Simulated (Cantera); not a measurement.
Charge: 1 mol SiHCl3, 140 mol N2, equilibrated at 52.0 mbar.

Method: chemical equilibrium by Gibbs-energy minimisation in Cantera with the NASA 1993 tables (ideal gas, pure condensed phases). Candidate condensed phases: NH4Cl, Si, Si3N4; 28 gas species. N2 is the only nitrogen source here; it is nearly inert below about 1500 K, so the nitride shown seldom forms there in practice. The numbers say what is thermodynamically allowed, not how fast it happens.

Task: Which condensed phases are stable at each of these points (T (K)): 1200, 1250, 1300, 1350, 1400, 1450, 1500, 1550, 1600, 1650, 1700?

Result: 
| T (K) | condensed phases | Si condensed (%) |
|---|---|---|
| 1200 | Si3N4(s) | 48.0 |
| 1250 | Si3N4(s) | 47.1 |
| 1300 | Si3N4(s) | 45.1 |
| 1350 | Si3N4(s) | 41.0 |
| 1400 | Si3N4(s) | 33.9 |
| 1450 | Si3N4(s) | 23.7 |
| 1500 | Si3N4(s) | 12.7 |
| 1550 | Si3N4(s) | 3.6 |
| 1600 | gas only | 0.0 |
| 1650 | gas only | 0.0 |
| 1700 | gas only | 0.0 |

From 1200 K to 1550 K the condensed part is Si3N4(s). From 1600 K to 1700 K nothing is condensed.
